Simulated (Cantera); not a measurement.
A Cantera script and what it prints.

```python
import numpy as np
import cantera as ct

gas_names = """
    CL CL2 H HCL H2 N NH NH2 NH3 N2 N2H2 N2H4 Si SiCL SiCL2 SiCL3 SiCL4 SiH SiHCL3 SiH2 SiH2CL2 SiH3
    SiH3CL SiH4 SiN Si2 Si2N Si3
""".split()
cond_names = """
    NH4CL(a) NH4CL(b) Si(cr) Si(L) Si3N4(a)
""".split()


# ... load() reads the species with a 1 bar reference pressure and builds the phases ...
atoms = {
    'SiH2Cl2': {'Si': 1, 'H': 2, 'CL': 2},
    'N2': {'N': 2},
}
top_T = {'Si3N4(a)': 2400}  # K; cautious upper limits of use, not melting points


# ... equilibrate(T, P, feed) seeds the gas with the atoms and calls Mixture.equilibrate('TP', solver="vcs", rtol=1e-11, max_steps=5000) ...
results = []
feed = {'SiH2Cl2': 1, 'N2': 1.4}  # mol
P = 24  # Pa
for T in [1125, 1225, 1325, 1425, 1525, 1625, 1725]:
    mix = equilibrate(T, P, feed)
    results.append((T, P, feed, dict(zip(mix.species_names, mix.species_moles))))

top = {s: max(r[3][s] / sum(r[3][g] for g in gas_names) for r in results) for s in gas_names}
cols = sorted((s for s in top if top[s] > 1e-05), key=lambda s: -top[s])[:7]
seen = [c for c in cond_names if any(r[3].get(c, 0) > 1e-12 for r in results)]
print("log10 of partial pressures in bar; condensed amounts in mol")
print(f"{'T/K':>10s}" + "".join(f"{s[:9]:>10s}" for s in cols + seen))
for T, P, feed, n in results:
    ng = sum(n[g] for g in gas_names)
    print(f"{T:10.4g}" + "".join(f"{np.log10(max(n[s] / ng * P / 1e5, 1e-99)):10.3f}" for s in cols)
          + "".join(f"{n.get(c, 0):10.4g}" for c in seen))
```

It prints:

```
log10 of partial pressures in bar; condensed amounts in mol
       T/K       HCL        N2        H2     SiCL2     SiCL4     SiCL3         H    Si(cr)     Si(L)  Si3N4(a)
      1125    -3.949    -4.113    -4.478    -6.102    -4.812    -6.002    -9.592         0         0    0.2689
      1225    -3.965    -4.109    -4.484    -5.130    -4.987    -5.507    -8.748         0         0    0.2532
      1325    -4.063    -4.086    -4.422    -4.557    -5.620    -5.456    -7.997         0         0    0.1949
      1425    -4.252    -4.056    -4.314    -4.339    -6.699    -5.816    -7.323         0         0    0.1262
      1525    -4.477    -4.035    -4.243    -4.249    -7.832    -6.277    -6.747         0         0   0.07644
      1625    -4.530    -4.006    -4.256    -4.259    -8.546    -6.586    -6.280    0.2093         0         0
      1725    -4.532    -4.009    -4.263    -4.264    -9.088    -6.812    -5.863         0    0.1959         0
```

Cantera equilibrium calculation (NASA polynomials, part measured and part estimated; ideal gas, pure solids and liquids). N2 is the only nitrogen source here; it is nearly inert below about 1500 K, so the nitride shown seldom forms there in practice. The tables' values for SiCl3, SiCl, SiN are old estimates; treat these amounts as uncertain.
